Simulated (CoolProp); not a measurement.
Vapour-liquid equilibrium of CH2F2 (R32) (1) + R1234ze(E) (2) at 1.54 bar; x and y are mole fractions of (1).

Computed with CoolProp (multi-fluid Helmholtz-energy mixture model, Tillner-Roth 1997 and Thol 2016; pair parameters Bell 2023).

```json
[
 {"x": "0.05", "bubble temperature (K)": "260.0", "y at the bubble point": "0.193", "dew temperature at overall composition x (K)": "263.2", "liquid density (mol/L)": "11.47"},
 {"x": "0.125", "bubble temperature (K)": "254.6", "y at the bubble point": "0.400", "dew temperature at overall composition x (K)": "261.5", "liquid density (mol/L)": "12.04"},
 {"x": "0.2", "bubble temperature (K)": "250.3", "y at the bubble point": "(withheld)", "dew temperature at overall composition x (K)": "259.8", "liquid density (mol/L)": "12.62"},
 {"x": "0.275", "bubble temperature (K)": "246.8", "y at the bubble point": "0.640", "dew temperature at overall composition x (K)": "257.9", "liquid density (mol/L)": "13.23"},
 {"x": "0.35", "bubble temperature (K)": "243.9", "y at the bubble point": "0.712", "dew temperature at overall composition x (K)": "(withheld)", "liquid density (mol/L)": "13.88"},
 {"x": "0.425", "bubble temperature (K)": "241.5", "y at the bubble point": "0.768", "dew temperature at overall composition x (K)": "253.9", "liquid density (mol/L)": "14.58"},
 {"x": "0.5", "bubble temperature (K)": "239.5", "y at the bubble point": "0.812", "dew temperature at overall composition x (K)": "251.6", "liquid density (mol/L)": "15.33"},
 {"x": "0.575", "bubble temperature (K)": "(withheld)", "y at the bubble point": "0.848", "dew temperature at overall composition x (K)": "249.1", "liquid density (mol/L)": "16.14"},
 {"x": "0.65", "bubble temperature (K)": "236.2", "y at the bubble point": "0.880", "dew temperature at overall composition x (K)": "246.4", "liquid density (mol/L)": "17.04"},
 {"x": "0.725", "bubble temperature (K)": "(withheld)", "y at the bubble point": "0.909", "dew temperature at overall composition x (K)": "243.4", "liquid density (mol/L)": "(withheld)"},
 {"x": "0.8", "bubble temperature (K)": "(withheld)", "y at the bubble point": "0.935", "dew temperature at overall composition x (K)": "240.0", "liquid density (mol/L)": "(withheld)"},
 {"x": "0.875", "bubble temperature (K)": "232.1", "y at the bubble point": "0.960", "dew temperature at overall composition x (K)": "236.4", "liquid density (mol/L)": "20.40"},
 {"x": "0.95", "bubble temperature (K)": "(withheld)", "y at the bubble point": "0.984", "dew temperature at overall composition x (K)": "232.6", "liquid density (mol/L)": "21.81"}
]
```

**Question.** Some entries are withheld; supply them.

**Answer.** 
- 0.2, y at the bubble point: 0.541
- 0.35, dew temperature at overall composition x (K): 256.0
- 0.575, bubble temperature (K): 237.7
- 0.725, bubble temperature (K): 234.7
- 0.725, liquid density (mol/L): 18.04
- 0.8, bubble temperature (K): 233.4
- 0.8, liquid density (mol/L): 19.15
- 0.95, bubble temperature (K): 230.9

No azeotrope shows between x = 0.05 and 0.95.

The pair parameters rest on a limited set of measurements; away from them the model extrapolates.
